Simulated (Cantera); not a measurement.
Input (Python, Cantera):

```python
import numpy as np
import cantera as ct

gas = ct.Solution("gri30.yaml")
gas.TPX = 325, 220000, {'CH4': 1, 'C2H6': 0.71, 'O2': 2.99, 'N2': 11.2}
inlet = ct.Reservoir(gas, clone=True)
gas.equilibrate("HP")  # start burning
reactor = ct.IdealGasConstPressureReactor(gas, energy="on", clone=False)
exhaust = ct.Reservoir(gas, clone=True)
tau = [0.033, 0.013, 0.0053, 0.0021, 0.00085, 0.00034, 0.00014, 5.5e-05, 2.2e-05][0]
for a, b in ((inlet, reactor), (reactor, exhaust)):
    ct.MassFlowController(a, b, mdot=lambda t: reactor.mass / tau)
net = ct.ReactorNet([reactor])
show = ['CH4', 'C2H6', 'O2', 'NO', 'HCO']

rows = []
print(f"{'tau/s':>10s}{'T/K':>9s}" + "".join(f"{s:>11s}" for s in show))
for tau in [0.033, 0.013, 0.0053, 0.0021, 0.00085, 0.00034, 0.00014, 5.5e-05, 2.2e-05]:
    net.initial_time = 0.0
    net.advance(30 * tau)
    before = gas.X
    net.advance(40 * tau)
    drift = np.max(np.abs(gas.X - before) / (gas.X + 1e-9))
    rows.append([gas.T, *gas[show].X, drift])
    print(f"{tau:10.3e}{gas.T:9.1f}" + "".join(f"{x:11.3e}" for x in gas[show].X))
```

It prints:

```
     tau/s      T/K        CH4       C2H6         O2         NO        HCO
 3.300e-02   1965.0  2.038e-03  3.858e-06  4.428e-04  4.206e-05  9.151e-08
 1.300e-02   1962.8  2.612e-03  9.184e-06  9.064e-04  3.876e-05  1.774e-07
 5.300e-03   1954.9  3.082e-03  2.051e-05  1.732e-03  3.462e-05  3.632e-07
 2.100e-03   1936.8  3.592e-03  4.725e-05  3.336e-03  2.814e-05  7.988e-07
 8.500e-04   1898.4  4.517e-03  1.182e-04  6.738e-03  1.768e-05  1.766e-06
 3.400e-04    325.0  6.289e-02  4.465e-02  1.881e-01 -6.993e-21  6.136e-41
 1.400e-04    325.0  6.289e-02  4.465e-02  1.881e-01  1.740e-24  9.362e-46
 5.500e-05    325.0  6.289e-02  4.465e-02  1.881e-01  1.099e-25  5.717e-47
 2.200e-05    325.0  6.289e-02  4.465e-02  1.881e-01  6.942e-27  3.371e-48
```

Computed with Cantera and GRI-Mech 3.0 (53 species, 325 reactions).
